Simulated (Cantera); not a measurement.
A closed system holds: 1 mol Mg(OH)2, 0.37 mol C, 0.3 mol O2, held at 443 Torr.

Cantera equilibrium calculation (NASA polynomials, part measured and part estimated; ideal gas, pure solids and liquids). Candidate condensed phases: C, C6H6, C7H8, C8H18, H2O, Mg, MgCO3, MgO, Mg(OH)2; 116 gas species. Equilibrium is a limit: real reactors are often held back by kinetics, nucleation or transport.

Problem. Which condensed phases are stable at each of these points (T (°C)): 325, 475, 625, 775, 925, 1075, 1225, 1375, 1525, 1675, 1825, 1975?

Solution. 
| T (°C) | condensed phases | Mg condensed (%) |
|---|---|---|
| 325 | MgCO3(s) + MgO(s) | 100.0 |
| 475 | MgO(s) | 100.0 |
| 625 | MgO(s) | 100.0 |
| 775 | MgO(s) | 100.0 |
| 925 | MgO(s) | 100.0 |
| 1075 | MgO(s) | 100.0 |
| 1225 | MgO(s) | 100.0 |
| 1375 | MgO(s) | 100.0 |
| 1525 | MgO(s) | 100.0 |
| 1675 | MgO(s) | 100.0 |
| 1825 | MgO(s) | 100.0 |
| 1975 | MgO(s) | 100.0 |

At 325 °C the condensed part is MgCO3(s) + MgO(s). From 475 °C to 1975 °C the condensed part is MgO(s).
